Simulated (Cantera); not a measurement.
A freely propagating, adiabatic, planar premixed flame of H₂ : O₂ : N₂ = 1 : 0.179 : 0.671 (molar parts), equivalence ratio 2.8, unburnt at 675 K and 1.01 bar; mixture-averaged transport, grid criteria slope 0.08 and curve 0.16, no radiation.

Detailed kinetics in Cantera: the H2/O2 subset of GRI-Mech 3.0, which has no nitrogen chemistry. Burning velocities carry a grid error of a few per cent, more on coarse grids.

**Question.** What does this change do: H2 1 to 1.3 parts?

**Answer.** 
```tsv
quantity	before	after
laminar burning velocity	1020 cm/s	883 cm/s
thermal thickness	0.500 mm	0.543 mm
peak x(H)	0.0858	0.0679
peak x(HO₂)	0.000180	0.000159
peak x(OH)	0.00214	0.00101
```

**Question.** What does this change do: inlet temperature 675 to 650 K?

**Answer.** 
| quantity | before | after |
|---|---|---|
| laminar burning velocity | 1020 cm/s | 948 cm/s |
| thermal thickness | 0.500 mm | 0.494 mm |
| peak x(H) | 0.0858 | 0.0834 |
| peak x(HO₂) | 0.000180 | 0.000194 |
| peak x(OH) | 0.00214 | 0.00203 |
